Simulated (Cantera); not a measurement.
Adiabatic ignition

An adiabatic, constant-pressure homogeneous reactor starts with 20.6 % CO, 0.927 % H2, 16.1 % O2, 60.4 % N2, 2.06 % H2O, at 1648 K and 3.45 atm.

Computed with Cantera and GRI-Mech 3.0 (53 species, 325 reactions). The hydrogen kinetics of GRI-Mech 3.0 are dated; newer H2 mechanisms differ, most at raised pressure.

| t (s) | T (K) | x CO | x H2 | x O2 | x NO | x OH | x N2O | x H2O |
|---|---|---|---|---|---|---|---|---|
| 1.00e-6 | 1648 | 0.206 | 0.00927 | 0.161 | <1e-12 | 5.63e-7 | 1.04e-11 | 0.0206 |
| 2.96e-6 | 1648 | 0.206 | 0.00925 | 0.161 | 4.18e-12 | 1.03e-5 | 2.11e-10 | 0.0206 |
| 8.77e-6 | 1679 | 0.196 | 0.00306 | 0.149 | 2.12e-7 | 0.00304 | 1.53e-7 | 0.0239 |
| 2.60e-5 | 2230 | 0.0961 | 0.00246 | 0.0899 | 7.79e-5 | 0.0104 | 1.03e-6 | 0.0186 |
| 7.70e-5 | 2631 | 0.0655 | 0.00149 | 0.0818 | 0.000727 | 0.0105 | 1.38e-6 | 0.0239 |
| 0.000228 | 2781 | 0.0500 | 0.00108 | 0.0753 | 0.00365 | 0.00939 | 1.57e-6 | 0.0259 |
| 0.000675 | 2779 | 0.0489 | 0.00106 | 0.0718 | 0.0103 | 0.00909 | 1.62e-6 | 0.0261 |
| 0.00200 | 2772 | 0.0484 | 0.00105 | 0.0685 | 0.0170 | 0.00883 | 1.71e-6 | 0.0263 |
| 0.00592 | 2770 | 0.0484 | 0.00105 | 0.0679 | 0.0182 | 0.00878 | 1.73e-6 | 0.0263 |
| 0.0175 | 2770 | 0.0483 | 0.00105 | 0.0679 | 0.0182 | 0.00878 | 1.73e-6 | 0.0263 |
| 0.0520 | 2770 | 0.0483 | 0.00105 | 0.0679 | 0.0182 | 0.00878 | 1.73e-6 | 0.0263 |
| 0.154 | 2770 | 0.0483 | 0.00105 | 0.0679 | 0.0182 | 0.00878 | 1.73e-6 | 0.0263 |
| 0.456 | 2770 | 0.0483 | 0.00105 | 0.0679 | 0.0182 | 0.00878 | 1.73e-6 | 0.0263 |
| 1.35 | 2770 | 0.0483 | 0.00105 | 0.0679 | 0.0182 | 0.00878 | 1.73e-6 | 0.0263 |
| 4.00 | 2770 | 0.0483 | 0.00105 | 0.0679 | 0.0182 | 0.00878 | 1.73e-6 | 0.0263 |
x: mole fraction; the columns are a selection and need not sum to one.

```json
{
  "time_of_steepest_temperature_rise": "15.1 µs",
  "temperature at 4.00 s": "2770 K",
  "equilibrium_temperature": "2770 K",
  "x(CO) at 4.00 s": "0.0483 (gas-phase equilibrium 0.0483)",
  "x(H2) at 4.00 s": "0.00105 (gas-phase equilibrium 0.00105)",
  "x(O2) at 4.00 s": "0.0679 (gas-phase equilibrium 0.0679)"
}
```
